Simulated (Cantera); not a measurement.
## Adiabatic ignition

An adiabatic, constant-volume homogeneous reactor starts with CH4 : C2H6 : O2 : N2 : H2O = 1 : 0.031 : 2.29 : 8.62 : 0.33 (molar parts), equivalence ratio 0.92, at 1373 K and 0.250 bar.

Cantera simulation using GRI-Mech 3.0 (53 species, 325 reactions); the numbers are that mechanism's predictions, not measurements.

```csv
t (s),T (K),P (bar),x CH4,x C2H6,x O2,x H2O,x C2H,x H2,x CO2
9.00e-6,1373,0.250,0.0815,0.00253,0.187,0.0269,<1e-12,3.41e-9,<1e-12
2.59e-5,1373,0.250,0.0815,0.00252,0.187,0.0269,<1e-12,2.00e-8,5.72e-12
7.44e-5,1373,0.250,0.0815,0.00252,0.187,0.0269,<1e-12,1.46e-7,1.47e-10
0.000214,1373,0.250,0.0815,0.00251,0.187,0.0269,<1e-12,1.34e-6,3.89e-9
0.000615,1373,0.250,0.0814,0.00247,0.187,0.0269,<1e-12,1.67e-5,1.16e-7
0.00177,1375,0.250,0.0808,0.00240,0.186,0.0274,<1e-12,0.000202,2.51e-6
0.00509,1520,0.280,0.0603,0.00181,0.167,0.0471,1.68e-9,0.00937,0.000356
0.0146,2700,0.516,<1e-12,<1e-12,0.0291,0.153,<1e-12,0.0183,0.0457
0.0421,2699,0.516,<1e-12,<1e-12,0.0289,0.153,<1e-12,0.0183,0.0457
0.121,2699,0.516,<1e-12,<1e-12,0.0289,0.153,<1e-12,0.0183,0.0457
0.348,2699,0.516,<1e-12,<1e-12,0.0289,0.153,<1e-12,0.0183,0.0457
1.00,2699,0.516,<1e-12,<1e-12,0.0289,0.153,<1e-12,0.0183,0.0457
```
x: mole fraction; the columns are a selection and need not sum to one.

```
Item                                                               Value
---------------------------------  -------------------------------------
time of steepest temperature rise                                5.28 ms
temperature at 1.00 s                                             2699 K
equilibrium temperature                                           2699 K
x(CH4) at 1.00 s                   <1e-12 (gas-phase equilibrium <1e-12)
x(C2H6) at 1.00 s                  <1e-12 (gas-phase equilibrium <1e-12)
x(O2) at 1.00 s                    0.0289 (gas-phase equilibrium 0.0289)
```
